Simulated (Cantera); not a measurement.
Mixture: C3H8 : O2 : N2 : CO2 = 1 : 4.55 : 17.1 : 3.3 (molar parts), equivalence ratio 1.1, at 690000 Pa, adiabatic and at constant pressure. Ignition delay is the time to a rise of 400 K.

Computed with Cantera and GRI-Mech 3.0 (53 species, 325 reactions). GRI-Mech 3.0 was tuned for natural gas; its chemistry of propane as a main component is partial and can be far from experiment.

```
quantity                                                before       after
--------------------------------------------------  ----------  ----------
delay at 1125 K                                        10.4 ms     10.1 ms
delay at 1225 K                                        1.57 ms     1.49 ms
delay at 1325 K                                       0.287 ms    0.267 ms
delay at 1425 K                                        69.4 µs     63.5 µs
delay at 1525 K                                        22.5 µs     20.2 µs
apparent activation energy between 1475 and 1575 K  190 kJ/mol  200 kJ/mol
```

Q: What was changed between the two runs?
A. constant volume in place of constant pressure
B. CO2 3.3 to 6.5 parts
C. O2 4.55 to 6.4 parts
D. CO2 3.3 to 6.4 parts

A: A, constant volume in place of constant pressure
